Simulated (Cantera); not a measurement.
Input: 1 mol CsCl, 3.8 mol HF, 4.1 mol H2, held at 1925 K and 99.0 Pa.

Equilibrium computed with Cantera from the NASA thermochemical tables; the gas is ideal and each condensed phase is pure. Equilibrium is a limit: real reactors are often held back by kinetics, nucleation or transport.

```tsv
species	before	after
H2	0.442	0.461
HF	0.399	0.420
CsCl	0.0823	0.104
HCl	0.0276	0.00741
H	0.0202	1.61e-6
CsF	0.0226	0.00741
Cl	0.000950	2.28e-8
Cs	0.00593	2.39e-6
Cs2Cl2	2.28e-7	0.000497
```
Gas species are given as mole fractions.

Task: What was changed between the two runs?
A. temperature from 1925 K to 675 K
B. pressure from 99.0 Pa to 0.100 bar
C. temperature from 1925 K to 1150 K
D. temperature from 1925 K to 1873 K

Result: C, temperature from 1925 K to 1150 K
